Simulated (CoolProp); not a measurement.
Hexamethyldisiloxane (MM) at 298.15 K and 11.2 MPa is throttled through a valve to 3.93 MPa with no heat exchange. Each further row changes one setting.

The numbers come from the reference Helmholtz-energy equation of state, Thol 2016 in CoolProp.

```csv
case,temperature change (K),final density (kg/m³)
as stated,[?],[?]
outlet pressure 1.18 MPa,+4.2,[?]
outlet pressure 5.11 MPa,+2.6,765
```

Complete the blanks.


- as stated, temperature change (K): +3.1
- as stated, final density (kg/m³): 762
- outlet pressure 1.18 MPa, final density (kg/m³): 757
